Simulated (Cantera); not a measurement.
## Catalytic stagnation flow on Pt

A jet of CH4 : O2 : N2 = 0.034 : 0.19 : 0.79 (molar parts), equivalence ratio 0.36 at 300 K and 0.0550 bar hits a platinum plate 3.4 cm away at a mass flux of 0.13 kg/m²/s; the plate temperature is set and raised in steps from an oxygen-covered start.

Cantera simulation using Deutschmann's 1995 Pt surface mechanism with GRI-Mech 3.0 gas chemistry; the numbers are that mechanism's predictions, not measurements. Catalytic surfaces can have several steady states; this one follows from the mechanism file's or the stated starting coverage.

| plate T (K) | wall x CH4 | wall x O2 | wall x H2O | wall x OH | wall x CO | wall x CO2 | θ free Pt | θ O* |
|---|---|---|---|---|---|---|---|---|
| 950 | 0.0251 | 0.169 | 0.0157 | 8.67e-8 | 1.31e-5 | 0.0103 | 0.269 | 0.731 |
| 1000 | 0.0216 | 0.162 | 0.0222 | 2.55e-7 | 1.53e-5 | 0.0147 | 0.339 | 0.661 |
| 1050 | 0.0183 | 0.155 | 0.0282 | 6.55e-7 | 1.73e-5 | 0.0186 | 0.409 | 0.591 |
| 1100 | 0.0156 | 0.149 | 0.0332 | 1.50e-6 | 1.94e-5 | 0.0220 | 0.477 | 0.522 |
| 1150 | 0.0134 | 0.144 | 0.0372 | 3.11e-6 | 2.18e-5 | 0.0247 | 0.543 | 0.457 |
x: mole fraction at the wall; θ: surface coverage.
